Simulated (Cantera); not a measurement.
Charge: 1 mol Al, 0.29 mol I₂, a varied amount of O₂, 0.07 mol H₂O, at 1373.15 K and 0.133 bar.

Equilibrium computed with Cantera from the NASA thermochemical tables; the gas is ideal and each condensed phase is pure. Candidate condensed phases: Al, AlI₃, Al₂O₃, H₂O, I₂; 25 gas species. Mutual solubility and eutectic melting of coexisting phases are not modelled. Gases not in the tables: Al(OH)₃. Kinetics and transport are ignored.

x: gas mole fraction; n: condensed amount in mol.

```json
[
 {"n(O₂) (mol)": "0.2", "x AlI": "0.874", "x I": "0.00118", "x AlI₃": "0.0141", "x O₂": "<1e-12", "x HI": "0.000889", "x H₂": "0.110", "x I₂": "3.88e-7", "x H₂O": "7.48e-11", "n Al(l)": "0.126", "n Al₂O₃(s)": "0.157"},
 {"n(O₂) (mol)": "0.24", "x AlI": "0.874", "x I": "0.00118", "x AlI₃": "0.0141", "x O₂": "<1e-12", "x HI": "0.000889", "x H₂": "0.110", "x I₂": "3.88e-7", "x H₂O": "7.48e-11", "n Al(l)": "…", "n Al₂O₃(s)": "…"},
 {"n(O₂) (mol)": "0.29", "x AlI": "0.874", "x I": "0.00118", "x AlI₃": "0.0141", "x O₂": "<1e-12", "x HI": "0.000889", "x H₂": "0.110", "x I₂": "3.88e-7", "x H₂O": "7.48e-11", "n Al(l)": "0.00575", "n Al₂O₃(s)": "0.217"},
 {"n(O₂) (mol)": "0.35", "x AlI": "0.790", "x I": "0.00298", "x AlI₃": "0.0808", "x O₂": "<1e-12", "x HI": "0.00238", "x H₂": "0.124", "x I₂": "2.46e-6", "x H₂O": "1.66e-10", "n Al(l)": "0", "n Al₂O₃(s)": "0.257"},
 {"n(O₂) (mol)": "0.43", "x AlI": "…", "x I": "…", "x AlI₃": "…", "x O₂": "<1e-12", "x HI": "…", "x H₂": "…", "x I₂": "…", "x H₂O": "…", "n Al(l)": "0", "n Al₂O₃(s)": "…"},
 {"n(O₂) (mol)": "0.52", "x AlI": "0.309", "x I": "0.0114", "x AlI₃": "0.465", "x O₂": "<1e-12", "x HI": "0.0116", "x H₂": "0.203", "x I₂": "3.62e-5", "x H₂O": "1.24e-9", "n Al(l)": "0", "n Al₂O₃(s)": "0.370"},
 {"n(O₂) (mol)": "0.63", "x AlI": "0.000210", "x I": "0.356", "x AlI₃": "0.307", "x O₂": "<1e-12", "x HI": "0.224", "x H₂": "0.0774", "x I₂": "0.0352", "x H₂O": "6.10e-7", "n Al(l)": "0", "n Al₂O₃(s)": "0.443"},
 {"n(O₂) (mol)": "0.76", "x AlI": "<1e-12", "x I": "0.717", "x AlI₃": "<1e-12", "x O₂": "0.0177", "x HI": "0.00140", "x H₂": "7.38e-7", "x I₂": "0.143", "x H₂O": "0.121", "n Al(l)": "0", "n Al₂O₃(s)": "0.500"},
 {"n(O₂) (mol)": "0.93", "x AlI": "<1e-12", "x I": "0.578", "x AlI₃": "<1e-12", "x O₂": "0.237", "x HI": "0.000513", "x H₂": "1.53e-7", "x I₂": "0.0928", "x H₂O": "0.0919", "n Al(l)": "0", "n Al₂O₃(s)": "0.500"},
 {"n(O₂) (mol)": "1.1", "x AlI": "<1e-12", "x I": "0.486", "x AlI₃": "<1e-12", "x O₂": "0.373", "x HI": "0.000347", "x H₂": "9.91e-8", "x I₂": "0.0658", "x H₂O": "0.0744", "n Al(l)": "0", "n Al₂O₃(s)": "0.500"}
]
```

Problem. Some entries are withheld; supply them.

Solution. 
- 0.24, n Al(l): 0.0724
- 0.24, n Al₂O₃(s): 0.183
- 0.43, x AlI: 0.622
- 0.43, x I: 0.00547
- 0.43, x AlI₃: 0.215
- 0.43, x HI: 0.00483
- 0.43, x H₂: 0.152
- 0.43, x I₂: 8.33e-6
- 0.43, x H₂O: 3.59e-10
- 0.43, n Al₂O₃(s): 0.310
